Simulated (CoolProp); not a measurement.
Vapour-liquid equilibrium of n-hexane (1) + cyclohexane (2) at 467.9 K; x and y are mole fractions of (1).

The numbers come from the multi-fluid Helmholtz-energy mixture model, Thol 2019 and Zhou 2014; pair parameters Bell 2016 in CoolProp.

Task: Give the bubble pressure and the first vapour's composition at x = 0.2, 0.8, 0.95. Is there an azeotrope?

Result: x = 0.2: 1.333 MPa, y = 0.239; x = 0.8: 1.582 MPa, y = 0.824; x = 0.95: 1.641 MPa, y = 0.957. No azeotrope shows between x = 0.05 and 0.95.

The pair parameters rest on a limited set of measurements; away from them the model extrapolates.
